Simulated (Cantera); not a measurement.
Cantera run:

```python
import numpy as np
import cantera as ct

gas_names = """
    CL CL2 H HCL H2 Si SiCL SiCL2 SiCL3 SiCL4 SiH SiHCL3 SiH2 SiH2CL2 SiH3 SiH3CL SiH4 Si2 Si3
""".split()
cond_names = """
    Si(cr) Si(L)
""".split()


# ... load() reads the species with a 1 bar reference pressure and builds the phases ...
atoms = {
    'Si': {'Si': 1},
    'HCl': {'H': 1, 'CL': 1},
    'H2': {'H': 2},
}
top_T = {}  # K; cautious upper limits of use, not melting points


# ... equilibrate(T, P, feed) seeds the gas with the atoms and calls Mixture.equilibrate('TP', solver="vcs", rtol=1e-11, max_steps=5000) ...
results = []
feed = {'Si': 1, 'HCl': 0.98, 'H2': 2.6}  # mol
P = 101325  # Pa
for T in [623, 723, 823, 923, 1023, 1123, 1223, 1323, 1423, 1523, 1623, 1723]:
    mix = equilibrate(T, P, feed)
    results.append((T, P, feed, dict(zip(mix.species_names, mix.species_moles))))

top = {s: max(r[3][s] / sum(r[3][g] for g in gas_names) for r in results) for s in gas_names}
cols = sorted((s for s in top if top[s] > 0.0001), key=lambda s: -top[s])[:7]
seen = [c for c in cond_names if any(r[3].get(c, 0) > 1e-12 for r in results)]
print("log10 of partial pressures in bar; condensed amounts in mol")
print(f"{'T/K':>10s}" + "".join(f"{s[:9]:>10s}" for s in cols + seen))
for T, P, feed, n in results:
    ng = sum(n[g] for g in gas_names)
    print(f"{T:10.4g}" + "".join(f"{np.log10(max(n[s] / ng * P / 1e5, 1e-99)):10.3f}" for s in cols)
          + "".join(f"{n.get(c, 0):10.4g}" for c in seen))
```

It prints:

```
log10 of partial pressures in bar; condensed amounts in mol
       T/K        H2       HCL     SiCL2     SiCL4    SiHCL3     SiCL3   SiH2CL2    Si(cr)     Si(L)
       623    -0.033    -4.272    -8.812    -1.333    -1.429    -6.565    -2.793     0.722         0
       723    -0.033    -3.437    -6.948    -1.326    -1.446    -5.336    -2.724     0.723         0
       823    -0.033    -2.810    -5.545    -1.321    -1.462    -4.409    -2.679    0.7246         0
       923    -0.034    -2.322    -4.453    -1.321    -1.481    -3.690    -2.649    0.7279         0
      1023    -0.036    -1.935    -3.585    -1.331    -1.505    -3.121    -2.633    0.7339         0
      1123    -0.040    -1.625    -2.886    -1.360    -1.541    -2.670    -2.634     0.743         0
      1223    -0.047    -1.378    -2.323    -1.423    -1.603    -2.324    -2.657    0.7534         0
      1323    -0.057    -1.189    -1.883    -1.545    -1.709    -2.083    -2.715    0.7607         0
      1423    -0.068    -1.055    -1.563    -1.760    -1.883    -1.960    -2.823    0.7602         0
      1523    -0.078    -0.975    -1.357    -2.087    -2.140    -1.960    -2.987     0.753         0
      1623    -0.084    -0.936    -1.244    -2.504    -2.462    -2.058    -3.193    0.7447         0
      1723    -0.088    -0.911    -1.195    -2.942    -2.805    -2.206    -3.423         0    0.7431
```

These are equilibrium values from Cantera (NASA tables, ideal gas, pure condensed phases), not measurements of a reactor. The tables' values for SiCl3, SiCl are old estimates; treat these amounts as uncertain. Gases not in the tables: Si2H6 and higher silanes.
